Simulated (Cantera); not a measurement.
Feed: 1 mol Si, 0.0059 mol O2, 45 mol H2, at 1752 °C and 1 atm.

Cantera equilibrium calculation (NASA polynomials, part measured and part estimated; ideal gas, pure solids and liquids). Candidate condensed phases: H2O, Si, SiO2; 18 gas species. Gases not in the tables: Si2H6 and higher silanes. Kinetics and transport are ignored.

Base state: H2 0.998, H 0.00191, SiO 0.000262, SiH2 0.000122, Si 5.75e-5, SiH 3.70e-5 (mole fractions); condensed: Si(l).

Problem. What changes in the equilibrium state with this change: pressure from 1 atm to 4350 Torr?

Solution. 
```csv
species,before,after
H2,0.998,0.999
H,0.00191,0.000799
SiO,0.000262,0.000261
Si,5.75e-5,1.00e-5
SiH,3.70e-5,1.55e-5
SiH2,0.000122,0.000122
"Si(l), mol",0.978,0.981
```
